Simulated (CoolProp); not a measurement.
Properties of acetone along the isotherm 550 K (Tc = 508.1 K, pc = 46.92 bar, ω = 0.307).

Model: reference Helmholtz-energy equation of state, Lemmon 2006, in CoolProp. It is a short technical equation, of lower accuracy than the large ones.

```json
[
 {"p (bar)": "8.8", "phase": "gas", "speed of sound (m/s)": "277.5", "Joule-Thomson coefficient (K/MPa)": "9.110", "expansivity (1/kK)": "2.225"},
 {"p (bar)": "17.6", "phase": "gas", "speed of sound (m/s)": "___", "Joule-Thomson coefficient (K/MPa)": "9.442", "expansivity (1/kK)": "2.763"},
 {"p (bar)": "26.4", "phase": "gas", "speed of sound (m/s)": "248.4", "Joule-Thomson coefficient (K/MPa)": "9.793", "expansivity (1/kK)": "___"},
 {"p (bar)": "35.2", "phase": "gas", "speed of sound (m/s)": "233.0", "Joule-Thomson coefficient (K/MPa)": "10.15", "expansivity (1/kK)": "4.555"},
 {"p (bar)": "44", "phase": "gas", "speed of sound (m/s)": "217.0", "Joule-Thomson coefficient (K/MPa)": "10.48", "expansivity (1/kK)": "___"},
 {"p (bar)": "52.8", "phase": "supercritical", "speed of sound (m/s)": "200.3", "Joule-Thomson coefficient (K/MPa)": "10.70", "expansivity (1/kK)": "8.808"},
 {"p (bar)": "61.6", "phase": "supercritical", "speed of sound (m/s)": "183.4", "Joule-Thomson coefficient (K/MPa)": "10.64", "expansivity (1/kK)": "___"},
 {"p (bar)": "70.4", "phase": "supercritical", "speed of sound (m/s)": "169.5", "Joule-Thomson coefficient (K/MPa)": "9.703", "expansivity (1/kK)": "22.03"}
]
```

### Question
What belongs in the gaps?

### Answer

- 17.6, speed of sound (m/s): 263.2
- 26.4, expansivity (1/kK): 3.499
- 44, expansivity (1/kK): 6.160
- 61.6, expansivity (1/kK): 13.64
